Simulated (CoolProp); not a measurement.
Vapour pressure (MPa) of ammonia: the reference equation beside estimates from Tc = 132.4 °C, pc = 11.36 MPa, ω = 0.256. Clausius-Clapeyron is anchored at -38.85 °C with a constant enthalpy of vaporisation of 23.60 kJ/mol.

Computed with CoolProp (reference Helmholtz-energy equation of state, Gao 2020).

```
T (°C)  reference  Lee-Kesler  Clausius-Clapeyron  van der Waals  Redlich-Kwong  Soave-Redlich-Kwong  Peng-Robinson
------  ---------  ----------  ------------------  -------------  -------------  -------------------  -------------
-67.15    0.01339     0.01190             0.01442         0.3511        0.03184              0.01221        0.01310
-57.75    0.02528     0.02300             0.02631         0.4701        0.05706              0.02349        0.02482
-48.25    0.04519     0.04197             0.04590         0.6168        0.09670              0.04267        0.04451
-38.85    0.07616     0.07201             0.07616         0.7907         0.1546              0.07289        0.07519
-29.45     0.1226      0.1177              0.1215         0.9957         0.2364               0.1187         0.1213
-20.05     0.1896      0.1844              0.1873          1.234         0.3476               0.1853         0.1879
-10.65     0.2830      0.2783              0.2799          1.509         0.4944               0.2789         0.2810
-1.25      0.4095      0.4062              0.4068          1.821         0.6828               0.4063         0.4072
8.25       0.5785      0.5777              0.5787          2.177         0.9220               0.5774         0.5760
17.65      0.7945      0.7973              0.8018          2.572          1.213               0.7968         0.7921
```

Absolute difference from the reference over all 10 rows, mean and median: Lee-Kesler 4.2 and 3.4 %, Clausius-Clapeyron 1.8 and 1.0 %, van der Waals 902.6 and 631.5 %, Redlich-Kwong 91.0 and 88.1 %, Soave-Redlich-Kwong 3.4 and 2.7 %, Peng-Robinson 1.1 and 1.0 %.
